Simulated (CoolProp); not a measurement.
Sulfur hexafluoride at 508.29 K and 1.51 MPa flows at 6.3 m/s in a round tube of 12.7 mm bore and 0.25 µm roughness, fully developed (64/Re and Nu = 3.66 if laminar; Colebrook and Gnielinski if turbulent). Each further row changes one setting.

Model: reference Helmholtz-energy equation of state, Guder 2009, in CoolProp.

```json
[
 {"case": "as stated", "Reynolds number": "173000", "Darcy friction factor": "0.0162", "pressure drop (Pa/m)": "1350", "heat-transfer coefficient (W/(m² K))": "680", "mass flow (kg/h)": "153"},
 {"case": "velocity 12.6 m/s", "Reynolds number": "347000", "Darcy friction factor": "0.0143", "pressure drop (Pa/m)": "4770", "heat-transfer coefficient (W/(m² K))": "1190", "mass flow (kg/h)": "307"},
 {"case": "diameter 25.4 mm", "Reynolds number": "347000", "Darcy friction factor": "0.0142", "pressure drop (Pa/m)": "592", "heat-transfer coefficient (W/(m² K))": "591", "mass flow (kg/h)": "613"}
]
```

Viscosity comes from a separate model (Quiñones-Cisneros 2012). Thermal conductivity comes from a separate model (Assael 2012).
